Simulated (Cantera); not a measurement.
A perfectly stirred reactor is fed with CH4 : O2 : N2 = 1 : 2.41 : 12 (molar parts), at 510 Torr; it is adiabatic with a 598 K inlet, and is followed from long to short residence time, starting on the burning branch (τ in s: 0.29, 0.14, 0.067, 0.032, 0.015, 0.0072, 0.0034, 0.0016, 0.00077, 0.00037, 0.00018, 8.4e-05).

Computed with Cantera and GRI-Mech 3.0 (53 species, 325 reactions).

Question: Predict: blow-out, bracketed by the residence times tried; x(CH4) at τ = 0.290 s; x(O2) at τ = 0.290 s; x(CH3) at τ = 0.290 s; x(HCN) at τ = 0.290 s; x(CH4) at τ = 3.40 ms; x(O2) at τ = 3.40 ms; x(CH3) at τ = 3.40 ms; x(HCN) at τ = 3.40 ms; x(C2H4) at τ = 3.40 ms.

Answer: 
| Item | Value |
|---|---|
| blow-out, bracketed by the residence times tried | burning at 0.180 ms, out at 84.0 µs |
| x(CH4) at τ = 0.290 s | 3.05e-6 |
| x(O2) at τ = 0.290 s | 0.0267 |
| x(CH3) at τ = 0.290 s | 1.06e-6 |
| x(HCN) at τ = 0.290 s | 4.44e-8 |
| x(CH4) at τ = 3.40 ms | 6.43e-5 |
| x(O2) at τ = 3.40 ms | 0.0310 |
| x(CH3) at τ = 3.40 ms | 1.57e-5 |
| x(HCN) at τ = 3.40 ms | 1.77e-7 |
| x(C2H4) at τ = 3.40 ms | 1.50e-8 |
